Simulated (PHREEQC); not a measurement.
Solution (25 °C): 0.056 mol HF, 0.02 mol CsF and 0.8 mol H3PO4 per kg of water. Closed to the air; pH follows from the charge balance.

The numbers come from PHREEQC with the ion-association model, wateq4f.dat.

```csv
quantity,before,after
pH,1.19,1.33
ionic strength (mol/kgw),0.0975,0.133
H3PO4 (mol/kgw),0.703,0.669
H2PO4- (mol/kgw),0.0966,0.131
HF (mol/kgw),0.0573,0.0569
H2F2 (mol/kgw),0.00876,0.00871
```

Question: Which change was made?
(A) temperature from 25 to 15 °C
(B) HF left out
(C) diluted 2-fold with water
(D) HF replaced by NH4F at the same molality

Answer: D, HF replaced by NH4F at the same molality

Precipitation was switched off in this run. wateq4f.dat counts part of the HF as a dimer, H2F2, which phreeqc.dat doesn't know; its constant is uncertain. H3PO4, which wateq4f.dat lacks, is added to it with the constant of phreeqc.dat.
